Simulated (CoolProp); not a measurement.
R11 along the isotherm 226.85 °C: fugacity coefficient from the reference equation and from simpler models built on Tc = 198.0 °C, pc = 4.408 MPa, ω = 0.189; each cubic takes its own stable root.

The numbers come from the reference Helmholtz-energy equation of state, Jacobsen 1992 in CoolProp.

| p (MPa) | phase | reference | van der Waals | Redlich-Kwong | Soave-Redlich-Kwong |
|---|---|---|---|---|---|
| 4.01 | gas | 0.7559 | 0.7680 | 0.7509 | 0.7570 |
| 8.01 | supercritical | 0.5253 | 0.5377 | 0.5248 | 0.5383 |
| 12 | supercritical | 0.4085 | 0.4354 | 0.4139 | 0.4266 |
| 16 | supercritical | 0.3513 | 0.3895 | 0.3593 | 0.3713 |
| 20 | supercritical | 0.3198 | 0.3681 | 0.3292 | 0.3408 |
| 24 | supercritical | 0.3017 | 0.3601 | 0.3121 | 0.3234 |
| 28 | supercritical | 0.2916 | 0.3606 | 0.3027 | 0.3141 |
| 32.1 | supercritical | 0.2868 | 0.3676 | 0.2985 | 0.3100 |
| 36.1 | supercritical | 0.2859 | 0.3793 | 0.2983 | 0.3100 |
| 40.1 | supercritical | 0.2880 | 0.3952 | 0.3009 | 0.3129 |
| 44.1 | supercritical | 0.2925 | 0.4150 | 0.3059 | 0.3183 |
